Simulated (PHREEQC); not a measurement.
1 kg of water holding 10 mmol/kgw KHCO3, 23 mmol/kgw K2CO3 and 10 mmol/kgw K2SO4 is evaporated at 25 °C; the solids stay in contact with the brine. CO2 from the air is kept out. The run lets Arcanite, Kalicinite, Misenite precipitate or redissolve, and no other solid.

The series has 28 steps of water left (kg), from 1 to 0.005018.

All values are PHREEQC results (Pitzer model, pitzer.dat), not measurements.

### Question
Which solids form, in which order, and at which step of the series does each first stand?

### Answer
Arcanite from water left = 0.0293 kg (pH 10.06); Kalicinite from water left = 0.006099 kg (pH 10.63).

Species that the database lacks are ignored.
